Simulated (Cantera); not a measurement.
Feed: 1 mol Si, 0.067 mol CO2, 1.8 mol N2, held at 13300 Pa.

Equilibrium computed with Cantera from the NASA thermochemical tables; the gas is ideal and each condensed phase is pure. Candidate condensed phases: C, Si, SiC, SiO2, Si2N2O, Si3N4; 34 gas species. N2 is the only nitrogen source here; it is nearly inert below about 1500 K, so the nitride shown seldom forms there in practice. Mutual solubility and eutectic melting of coexisting phases are not modelled. The numbers say what is thermodynamically allowed, not how fast it happens.

### Question
Which condensed phases are stable at each of these points (T (K)): 1473, 1523, 1573, 1623, 1673, 1723, 1773, 1823, 1873, 1923, 1973?

### Answer
| T (K) | condensed phases | Si condensed (%) |
|---|---|---|
| 1473 | C(graphite) + Si2N2O(s) + Si3N4(s) | 100.0 |
| 1523 | C(graphite) + Si2N2O(s) + Si3N4(s) | 100.0 |
| 1573 | SiC(s) + Si2N2O(s) + Si3N4(s) | 100.0 |
| 1623 | SiC(s) + Si2N2O(s) + Si3N4(s) | 100.0 |
| 1673 | SiC(s) + Si2N2O(s) + Si3N4(s) | 100.0 |
| 1723 | SiC(s) + Si2N2O(s) + Si3N4(s) | 100.0 |
| 1773 | SiC(s) + Si2N2O(s) + Si3N4(s) | 99.9 |
| 1823 | SiC(s) + Si2N2O(s) + Si3N4(s) | 99.8 |
| 1873 | SiC(s) + Si2N2O(s) + Si3N4(s) | 99.5 |
| 1923 | SiC(s) + Si2N2O(s) + Si3N4(s) | 98.6 |
| 1973 | SiC(s) + Si2N2O(s) + Si3N4(s) | 96.4 |

From 1473 K to 1523 K the condensed part is C(graphite) + Si2N2O(s) + Si3N4(s). From 1573 K to 1973 K the condensed part is SiC(s) + Si2N2O(s) + Si3N4(s).
